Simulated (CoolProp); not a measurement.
Vapour-liquid equilibrium of dimethyl ether (1) + R227EA (2) at 0.96 MPa; x and y are mole fractions of (1).

Computed with CoolProp (multi-fluid Helmholtz-energy mixture model, Wu 2011 and Lemmon 2016; pair parameters Bell 2016).

| x | bubble temperature, mixture model (°C) | bubble temperature, Raoult's law (°C) | y, mixture model | y, Raoult's law |
|---|---|---|---|---|
| 0.05 | (withheld) | 51.3 | 0.028 | 0.062 |
| 0.125 | (withheld) | 50.6 | (withheld) | 0.151 |
| 0.2 | 57.0 | 49.9 | (withheld) | 0.238 |
| 0.275 | 58.0 | 49.2 | 0.253 | 0.322 |
| 0.35 | 58.2 | 48.5 | 0.355 | 0.402 |
| 0.425 | (withheld) | 47.9 | 0.461 | 0.481 |
| 0.5 | 56.6 | 47.2 | 0.565 | 0.556 |
| 0.575 | 55.0 | 46.5 | 0.662 | 0.629 |
| 0.65 | (withheld) | 45.9 | 0.748 | 0.700 |
| 0.725 | 50.8 | 45.2 | 0.821 | 0.768 |
| 0.8 | 48.6 | 44.6 | 0.883 | 0.834 |
| 0.875 | (withheld) | 44.0 | 0.934 | 0.898 |
| 0.95 | 44.3 | 43.4 | 0.976 | 0.960 |

Question: Some entries are withheld; supply them.

Answer: 
- 0.05, bubble temperature, mixture model (°C): 53.3
- 0.125, bubble temperature, mixture model (°C): 55.3
- 0.125, y, mixture model: 0.085
- 0.2, y, mixture model: 0.161
- 0.425, bubble temperature, mixture model (°C): 57.7
- 0.65, bubble temperature, mixture model (°C): 53.0
- 0.875, bubble temperature, mixture model (°C): 46.4

The largest gap from Raoult's law is +9.8 K in bubble temperature, at x = 0.425. y crosses x between x = 0.275 and 0.35: the model has an azeotrope there.

Pair parameters are fitted to limited data, so mixtures are less certain than the pure fluids.
